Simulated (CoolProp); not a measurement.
Aqueous propylene glycol as a coolant, at -5 °C, 1 atm.

Values from CoolProp's Melinder's fits for secondary coolants.

| mass % | freezing point (°C) | density (kg/m³) | Prandtl number | conductivity (W/(m K)) | viscosity (mPa s) |
|---|---|---|---|---|---|
| 24.2 | -9.3 | 1026 | 58.3 | 0.448 | 6.75 |
| 31.1 | -13.5 | 1034 | 88.5 | 0.420 | 9.86 |
| 37.9 | (withheld) | 1042 | 134 | 0.393 | 14.3 |
| 44.7 | -25.4 | (withheld) | 198 | (withheld) | 20.5 |
| 51.6 | -34.6 | 1055 | 286 | 0.342 | 28.7 |
| 58.4 | (withheld) | 1058 | 396 | (withheld) | (withheld) |

Problem. Complete the blanks.

Solution. 
- 37.9, freezing point (°C): -18.7
- 44.7, density (kg/m³): 1049
- 44.7, conductivity (W/(m K)): 0.367
- 58.4, freezing point (°C): -46.6
- 58.4, conductivity (W/(m K)): 0.319
- 58.4, viscosity (mPa s): 38.6
